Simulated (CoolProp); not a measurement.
The fluid at 417.75 K and 10.5 MPa is throttled through a valve to 4.17 MPa with no heat exchange. The same conditions are run with several fluids, on thermodynamics alone (safety and materials aside).

The numbers come from the reference Helmholtz-energy equation of state of each fluid (carbonyl sulfide: Lemmon 2006; R134a: Tillner-Roth 1994; hydrogen chloride: Thol 2018; C2F6 (R116): Lemmon 2006; normal hydrogen: Leachman 2009) in CoolProp.

Rank carbonyl sulfide, R134a, hydrogen chloride, C2F6 (R116), normal hydrogen by temperature change (K), highest first.

normal hydrogen (+2.9), C2F6 (R116) (-19.7), R134a (-39.3), hydrogen chloride (-45.8), carbonyl sulfide (-63.4)

```tsv
fluid	final phase	final density (kg/m³)
carbonyl sulfide	two-phase, vapour fraction 0.865	159
R134a	supercritical	310
hydrogen chloride	gas	56.4
C2F6 (R116)	supercritical	203
normal hydrogen	supercritical	2.36
```
